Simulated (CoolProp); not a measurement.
Saturation properties of 1,2-dichloroethane.

Values from CoolProp's reference Helmholtz-energy equation of state, Thol 2015.

```
T (K)  p (bar)  liquid density (kg/m³)  vapour density (kg/m³)  enthalpy of vaporisation (kJ/kg)  liquid cp (kJ/(kg K))
-----  -------  ----------------------  ----------------------  --------------------------------  ---------------------
281          …                    1270                  0.1856                             362.9                  1.292
286.9  0.05994                    1261                  0.2495                             360.1                  1.295
292.7  0.08059                    1253                  0.3291                             357.2                  1.299
298.6   0.1074                    1245                  0.4305                                 …                  1.303
304.5   0.1413                    1236                       …                             351.5                  1.308
310.4   0.1837                       …                  0.7101                                 …                  1.313
316.2   0.2350                    1219                  0.8934                             345.6                  1.318
322.1        …                    1210                       …                             342.6                  1.324
```

### Question
Some entries are withheld; supply them.

### Answer

- 281, p (bar): 0.04371
- 298.6, enthalpy of vaporisation (kJ/kg): 354.4
- 304.5, vapour density (kg/m³): 0.5561
- 310.4, liquid density (kg/m³): 1228
- 310.4, enthalpy of vaporisation (kJ/kg): 348.5
- 322.1, p (bar): 0.2988
- 322.1, vapour density (kg/m³): 1.117

It boils at 356.6 K under 1 atm.
